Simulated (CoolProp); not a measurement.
Values from CoolProp's reference Helmholtz-energy equation of state, Thol 2019.

Q: Give the vapour pressure (kPa), liquid density (kg/m³), vapour viscosity (µPa s) of saturated n-hexane at 390.2, 438.6, 456.8 K.

A: 
```
T (K)  p (kPa)  liquid density (kg/m³)  vapour viscosity (µPa s)
-----  -------  ----------------------  ------------------------
390.2      374                     562                      8.26
438.6     1010                     498                      10.4
456.8     1380                     468                      11.6
```

Viscosity comes from a separate model (Michailidou 2013).
